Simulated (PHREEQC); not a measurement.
Consider water at 85 °C with 0.21 mol Cu(NO3)2 per kg of water. Closed to the air; pH follows from the charge balance.

Model: ion-association model, wateq4f.dat, run in PHREEQC.

```yaml
pH: 3.41
ionic_strength: 0.630 mol/kgw
activity_of_water: 0.989
```

```csv
species,molality,activity,log γ
NO3-,0.420,0.234,-0.254
Cu+2,0.209,0.0416,-0.702
H+,0.000533,0.000392,-0.134
Cu2(OH)2+2,0.000266,6.89e-5,-0.586
CuOH+,1.75e-6,1.05e-6,-0.221
Cu(OH)2,4.80e-9,5.55e-9,0.063
OH-,1.32e-9,7.64e-10,-0.236
```

No solid was allowed to form. Complexes and solids missing from the database can't appear. Away from 25 °C the constants follow the database's enthalpies or fits; those with neither stay at their 25 °C values.
